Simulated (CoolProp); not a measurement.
The numbers come from the reference Helmholtz-energy equation of state, Aleksandrov 2011 in CoolProp. It is a short technical equation, of lower accuracy than the large ones.

### Question
For n-undecane, give the phase and the cv (kJ/(kg K)), Joule-Thomson coefficient (K/MPa) at 583.3 K and 0.0157 MPa; 583.3 K and 0.422 MPa.

### Answer
- 583.3 K and 0.0157 MPa: gas; cv 2.74, Joule-Thomson coefficient 11.2
- 583.3 K and 0.422 MPa: gas; cv 2.78, Joule-Thomson coefficient 14.0
